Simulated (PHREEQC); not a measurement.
A solution holds 0.014 mol HNO3 and 0.0046 mol CuSO4 per kg of water, at 25 °C. Closed to the air; pH follows from the charge balance.

Equilibrium calculation in PHREEQC: ion-association model, phreeqc.dat.

This is a speciation only: nothing precipitates in the calculation.

Order these S species by the share of S that they hold, largest first: SO4-2, HSO4-, CuSO4.

SO4-2 (52 %), HSO4- (35 %), CuSO4 (13 %)

The pH is 1.96 and the ionic strength 0.0268 mol/kgw.
